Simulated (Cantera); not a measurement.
An adiabatic, constant-pressure homogeneous reactor starts with C3H8 : O2 : N2 = 1 : 9.09 : 34.2 (molar parts), at 1523 K and 3.50 bar. Integrator tolerance rtol = 1e-08.

Computed with Cantera and GRI-Mech 3.0 (53 species, 325 reactions). GRI-Mech 3.0 was tuned for natural gas; its chemistry of propane as a main component is partial and can be far from experiment.

Problem. What does this change do: pressure from 3.50 bar to 1.10 bar?

Solution. 
```
quantity                                                            before                                    after
---------------------------------  ---------------------------------------  ---------------------------------------
time of steepest temperature rise                                  28.6 µs                                  57.5 µs
temperature at 0.400 s                                              2544 K                                   2508 K
equilibrium temperature                                             2544 K                                   2508 K
x(C3H8) at 0.400 s                   <1e-12 (gas-phase equilibrium <1e-12)    <1e-12 (gas-phase equilibrium <1e-12)
x(O2) at 0.400 s                     0.0819 (gas-phase equilibrium 0.0819)    0.0825 (gas-phase equilibrium 0.0825)
x(C2H6) at 0.400 s                   <1e-12 (gas-phase equilibrium <1e-12)    <1e-12 (gas-phase equilibrium <1e-12)
x(NO) at 0.400 s                     0.0151 (gas-phase equilibrium 0.0151)    0.0142 (gas-phase equilibrium 0.0142)
x(HO2) at 0.400 s                  9.77e-6 (gas-phase equilibrium 9.77e-6)  6.63e-6 (gas-phase equilibrium 6.63e-6)
```
